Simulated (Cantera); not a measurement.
An adiabatic, constant-pressure homogeneous reactor starts with CH4 : O2 : N2 : CO2 = 1 : 2.02 : 7.6 : 2.5 (molar parts), at 1300 K and 1.20 bar.

Cantera simulation using GRI-Mech 3.0 (53 species, 325 reactions); the numbers are that mechanism's predictions, not measurements.

Predict: time of steepest temperature rise; temperature at 6.00 s; equilibrium temperature; x(O2) at 6.00 s; x(CO2) at 6.00 s; x(NO) at 6.00 s; x(H2O2) at 6.00 s; x(O) at 6.00 s; x(HO2) at 6.00 s.


```json
{
  "time_of_steepest_temperature_rise": "14.4 ms",
  "temperature at 6.00 s": "2399 K",
  "equilibrium_temperature": "2399 K",
  "x(O2) at 6.00 s": "0.0163 (gas-phase equilibrium 0.0163)",
  "x(CO2) at 6.00 s": "0.227 (gas-phase equilibrium 0.227)",
  "x(NO) at 6.00 s": "0.00452 (gas-phase equilibrium 0.00452)",
  "x(H2O2) at 6.00 s": "1.12e-7 (gas-phase equilibrium 1.12e-7)",
  "x(O) at 6.00 s": "0.00101 (gas-phase equilibrium 0.00101)",
  "x(HO2) at 6.00 s": "1.99e-6 (gas-phase equilibrium 1.99e-6)"
}
```
